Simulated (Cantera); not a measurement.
## Stirred combustor or abatement burner

A perfectly stirred reactor is fed with CH4 : H2 : O2 : N2 : CO2 = 1 : 2 : 2.21 : 24.3 : 2 (molar parts), at 0.390 bar; it is adiabatic with a 575 K inlet, and is followed from long to short residence time, starting on the burning branch (τ in s: 0.052, 0.019, 0.0066, 0.0023, 0.00083, 0.0003, 0.0001, 3.7e-05, 1.3e-05).

Computed with Cantera and GRI-Mech 3.0 (53 species, 325 reactions).

```tsv
τ (s)	T (K)	x CH4	x H2	x O2	x H2O	x H2O2	x NO	x C2H6
0.052	1305	0.00244	0.0266	0.00639	0.0953	3.74e-8	2.68e-7	6.01e-5
0.019	575	0.0317	0.0635	0.0701	<1e-12	<1e-12	<1e-12	<1e-12
0.0066	575	0.0317	0.0635	0.0701	<1e-12	<1e-12	<1e-12	<1e-12
0.0023	575	0.0317	0.0635	0.0701	<1e-12	<1e-12	<1e-12	<1e-12
0.00083	575	0.0317	0.0635	0.0701	<1e-12	<1e-12	<1e-12	<1e-12
0.00030	575	0.0317	0.0635	0.0701	<1e-12	<1e-12	<1e-12	<1e-12
0.00010	575	0.0317	0.0635	0.0701	<1e-12	<1e-12	<1e-12	<1e-12
3.7e-5	575	0.0317	0.0635	0.0701	<1e-12	<1e-12	<1e-12	<1e-12
1.3e-5	575	0.0317	0.0635	0.0701	<1e-12	<1e-12	<1e-12	<1e-12
```
x: mole fraction; the columns are a selection and need not sum to one.
